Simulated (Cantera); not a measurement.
## Aluminium nitride and oxide growth: Al(CH3)3 + O2 + N2

A closed system holds: 1 mol Al(CH3)3, 2.9 mol O2, 44 mol N2, at 898.15 K and 7.50 Torr.

These are equilibrium values from Cantera (NASA tables, ideal gas, pure condensed phases), not measurements of a reactor. Candidate condensed phases: Al, AlN, Al2O3, C, C6H6, C7H8, C8H18, H2O; 148 gas species. The feed counts by its element totals alone. Kinetics and transport are ignored.

The x(N2) is 0.854 and the x(H2) comes out as 0.0765. The x(CO) is 0.0438 and the x(CO2) is 0.0144. The x(H2O) is 0.0108, the n(Al2O3(s)) comes out as 0.500 mol and the gas amount is 51.50 mol. The log10 activity of C(graphite) (absent) is -2.11 and the log10 activity of Al(s) (absent) comes out as -21.99.
